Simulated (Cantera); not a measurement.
A closed system holds: 1 mol Ta2O5, 0.62 mol C, 0.18 mol H2, equilibrated at 2000 °C.

These are equilibrium values from Cantera (NASA tables, ideal gas, pure condensed phases), not measurements of a reactor. Candidate condensed phases: C, C6H6, C7H8, C8H18, H2O, Ta, TaC, Ta2O5; 113 gas species. Mutual solubility and eutectic melting of coexisting phases are not modelled. Condensed phases not in the tables: Ta2C, N, O or C dissolved in the metal. The numbers say what is thermodynamically allowed, not how fast it happens.

Problem. At 0.00460 bar, list the 7 most abundant gas species with their mole fractions, and the condensed phases.

Solution. CO 0.743, H2 0.188, H 0.0538, TaO2 0.0110, TaO 0.00240, H2O 0.000850, CO2 0.000608. Condensed: Ta(s) + Ta2O5(l).
